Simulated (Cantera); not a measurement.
A perfectly stirred reactor is fed with 12.2 % H2, 6.76 % O2, 81.1 % N2, at 100.0 Torr; it is held at 1098 K, and followed from long to short residence time.

Detailed kinetics in Cantera: the H2/O2 subset of GRI-Mech 3.0, which has no nitrogen chemistry. The temperature is held fixed by assumption; the heat of reaction is taken as removed at once.

x: mole fraction; the columns are a selection and need not sum to one.

| τ (s) | x H2 | x O2 | x HO2 | x OH | x H2O2 | x H2O |
|---|---|---|---|---|---|---|
| 1.9 | 0.000762 | 0.00754 | 1.03e-6 | 0.000168 | 3.17e-7 | 0.128 |
| 0.64 | 0.00147 | 0.00792 | 1.18e-6 | 0.000240 | 3.31e-7 | 0.127 |
| 0.21 | 0.00277 | 0.00867 | 1.34e-6 | 0.000344 | 3.17e-7 | 0.126 |
| 0.071 | (withheld) | (withheld) | (withheld) | (withheld) | 2.92e-7 | 0.122 |
| 0.024 | 0.00791 | 0.0122 | 1.88e-6 | 0.000665 | 2.71e-7 | 0.117 |
| 0.0079 | 0.0125 | 0.0156 | 2.34e-6 | 0.000904 | 2.56e-7 | 0.108 |
| 0.0026 | (withheld) | (withheld) | (withheld) | (withheld) | 2.50e-7 | (withheld) |

**Question.** Some entries are withheld; supply them.

**Answer.** 
- 0.071, x H2: 0.00482
- 0.071, x O2: 0.00998
- 0.071, x HO2: 1.56e-6
- 0.071, x OH: 0.000482
- 0.0026, x H2: 0.0193
- 0.0026, x O2: 0.0208
- 0.0026, x HO2: 2.92e-6
- 0.0026, x OH: 0.00118
- 0.0026, x H2O: 0.0942
